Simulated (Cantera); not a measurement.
Cantera with NASA thermochemical tables; ideal gases at 1 bar, condensed phases pure. Values are per mole of reaction as written; species without (g) are pure solids or liquids, kept so even where they would boil at 1 bar.

Cl₂(g) + SiCl₂(g) = SiCl₄(g)

```tsv
T (K)	ΔH° (kJ)	ΔS° (J/K)	ΔG° (kJ)	log10 K
1773	(withheld)	(withheld)	(withheld)	(withheld)
1798	-478.3	-155.9	-198.0	5.75
1823	(withheld)	(withheld)	(withheld)	(withheld)
1848	(withheld)	(withheld)	(withheld)	(withheld)
1873	-477.4	-155.4	-186.4	5.20
1898	(withheld)	(withheld)	(withheld)	(withheld)
1923	-476.9	-155.1	-178.6	4.85
1948	-476.6	-155.0	-174.7	4.68
```

**Question.** Fill in the missing entries.

**Answer.** 
- 1773, ΔH° (kJ): -478.6
- 1773, ΔS° (J/K): -156.0
- 1773, ΔG° (kJ): -201.9
- 1773, log10 K: 5.95
- 1823, ΔH° (kJ): -478.0
- 1823, ΔS° (J/K): -155.7
- 1823, ΔG° (kJ): -194.1
- 1823, log10 K: 5.56
- 1848, ΔH° (kJ): -477.7
- 1848, ΔS° (J/K): -155.6
- 1848, ΔG° (kJ): -190.2
- 1848, log10 K: 5.38
- 1898, ΔH° (kJ): -477.2
- 1898, ΔS° (J/K): -155.3
- 1898, ΔG° (kJ): -182.5
- 1898, log10 K: 5.02
